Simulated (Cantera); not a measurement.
Mixture: 20.0 % CO, 2.00 % H₂, 5.21 % CH₄, 15.3 % O₂, 57.5 % N₂, equivalence ratio 1.4, at 540 Torr, adiabatic and at constant pressure. Ignition delay is the time to a rise of 400 K.

Model: GRI-Mech 3.0 (53 species, 325 reactions), integrated in Cantera. Below about 1000 K GRI-Mech 3.0 lacks low-temperature oxidation paths. Below about 950 K walls govern HO2 and H2O2 in real vessels.

Task: Predict: delay at 873 K; delay at 1023 K; delay at 1173 K; delay at 1323 K; apparent activation energy between 1248 and 1398 K.

Result: 
| Property | Value |
|---|---|
| delay at 873 K | 0.155 s |
| delay at 1023 K | 18.6 ms |
| delay at 1173 K | 4.63 ms |
| delay at 1323 K | 1.24 ms |
| apparent activation energy between 1248 and 1398 K | 120 kJ/mol |
